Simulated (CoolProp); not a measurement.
Aqueous lithium chloride as a coolant, at 22 °C, 1 atm.

Values from CoolProp's Melinder's fits for secondary coolants.

```csv
mass %,freezing point (°C),Prandtl number,conductivity (W/(m K)),density (kg/m³),cp (kJ/(kg K))
5.6,-5.8,7.66,0.587,1030,3.885
6.9,-7.5,7.91,0.584,1037,3.821
8.1,-9.2,8.16,0.581,1044,3.763
9.4,-11.2,8.45,0.578,1052,3.702
10.7,-13.5,?,?,1059,3.642
11.9,-15.8,9.09,0.572,1066,3.588
13.2,-18.9,9.45,0.569,1074,3.532
14.4,-22.1,9.82,0.567,1081,3.481
15.7,-26.2,10.2,0.564,1089,?
16.9,-30.5,10.7,0.561,1096,?
```

### Question
What belongs in the gaps?

### Answer

- 10.7, Prandtl number: 8.77
- 10.7, conductivity (W/(m K)): 0.575
- 15.7, cp (kJ/(kg K)): 3.427
- 16.9, cp (kJ/(kg K)): 3.380
